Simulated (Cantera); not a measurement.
A closed system holds: 1 mol Mg(OH)₂, 2.7 mol CO₂, 1.6 mol O₂, held at 300 °C and 0.000620 bar.

These are equilibrium values from Cantera (NASA tables, ideal gas, pure condensed phases), not measurements of a reactor. Candidate condensed phases: C, C₆H₆, C₇H₈, C₈H₁₈, H₂O, Mg, MgCO₃, MgO, Mg(OH)₂; 116 gas species. Rates play no part.

Problem. What is the equilibrium state?

Solution. 
```json
{
 "x(CO₂)": "0.509",
 "x(O₂)": "0.302",
 "x(H₂O)": "0.189",
 "n(MgO(s))": "1.00 mol",
 "gas_amount": "5.300 mol",
 "log10 activity of MgCO₃(s) (absent)": "-1.93",
 "log10 activity of C(graphite) (absent)": "-35.79",
 "log10 activity of Mg(s) (absent)": "-47.30"
}
```
